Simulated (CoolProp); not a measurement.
The fluid at 293.15 K and 0.273 MPa (gas) is heated at constant pressure to 408.4 K. The same conditions are run with several fluids, on thermodynamics alone (safety and materials aside).

The numbers come from the reference Helmholtz-energy equation of state of each fluid (ammonia: Gao 2020; carbon dioxide: Span 1996; R13: Platzer 1990; CH3F (R41): Lemmon 2006; oxygen: Schmidt 1985) in CoolProp. The equations of Platzer and Polt are older, rougher fits.

Rank ammonia, carbon dioxide, R13, CH3F (R41), oxygen by heat (kJ/kg), highest first.

ammonia (263), CH3F (R41) (141), oxygen (107), carbon dioxide (104), R13 (81.3)

```tsv
fluid	final density (kg/m³)
ammonia	1.38
carbon dioxide	3.55
R13	8.47
CH3F (R41)	2.76
oxygen	2.57
```

Above 300 K oxygen's equation is extrapolated.
